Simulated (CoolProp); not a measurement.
R507A along the isobar 16.4 bar: density (kg/m³) from the reference equation and from simpler models built on Tc = 70.6 °C, pc = 37.05 bar, ω = 0.286; each cubic takes its own stable root.

Model: reference Helmholtz-energy equation of state, Lemmon 2003, in CoolProp. It is a pseudo-pure fit of the blend.

```csv
T (°C),phase,reference,van der Waals,Soave-Redlich-Kwong,Peng-Robinson
-61.15,liquid,1365,788.0,1194,1348
-40.25,liquid,1301,753.4,1139,1288
-19.25,liquid,1233,713.3,1074,1216
1.65,liquid,1156,664.7,995.6,1129
22.65,liquid,1064,86.65,894.6,1015
64.45,gas,71.76,68.62,70.67,72.11
85.45,gas,64.05,62.70,63.38,64.53
106.35,gas,58.39,57.92,57.88,58.83
```

At some of these states van der Waals gives the other phase, because its saturation line lies elsewhere.
